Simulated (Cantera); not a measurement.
Charge: 1 mol Si3N4, 0.19 mol CO2, 800 mol H2, held at 51.8 Torr.

Equilibrium computed with Cantera from the NASA thermochemical tables; the gas is ideal and each condensed phase is pure. Candidate condensed phases: C, C6H6, C7H8, C8H18, H2O, Si, SiC, SiO2, Si2N2O, Si3N4; 151 gas species. Mutual solubility and eutectic melting of coexisting phases are not modelled. Gases not in the tables: Si2H6 and higher silanes. Kinetics and transport are ignored.

Question: Which condensed phases are stable at each of these points (T (K)): 1125, 1225, 1325, 1425, 1525, 1625, 1725, 1825, 1925, 2025, 2125?

Answer: 
| T (K) | condensed phases | Si condensed (%) |
|---|---|---|
| 1125 | Si2N2O(s) + Si3N4(s) | 100.0 |
| 1225 | SiC(s) + Si2N2O(s) + Si3N4(s) | 100.0 |
| 1325 | SiC(s) + Si2N2O(s) + Si3N4(s) | 100.0 |
| 1425 | SiC(s) + Si2N2O(s) + Si3N4(s) | 100.0 |
| 1525 | Si(s) + SiC(s) + Si2N2O(s) + Si3N4(s) | 99.3 |
| 1625 | Si(s) + SiC(s) | 87.6 |
| 1725 | Si(l) + SiC(s) | 87.1 |
| 1825 | Si(l) + SiC(s) | 85.4 |
| 1925 | Si(l) + SiC(s) | 79.1 |
| 2025 | Si(l) + SiC(s) | 58.7 |
| 2125 | Si(l) | 1.6 |

At 1125 K the condensed part is Si2N2O(s) + Si3N4(s). From 1225 K to 1425 K the condensed part is SiC(s) + Si2N2O(s) + Si3N4(s). At 1525 K the condensed part is Si(s) + SiC(s) + Si2N2O(s) + Si3N4(s). At 1625 K the condensed part is Si(s) + SiC(s). From 1725 K to 2025 K the condensed part is Si(l) + SiC(s). At 2125 K the condensed part is Si(l).
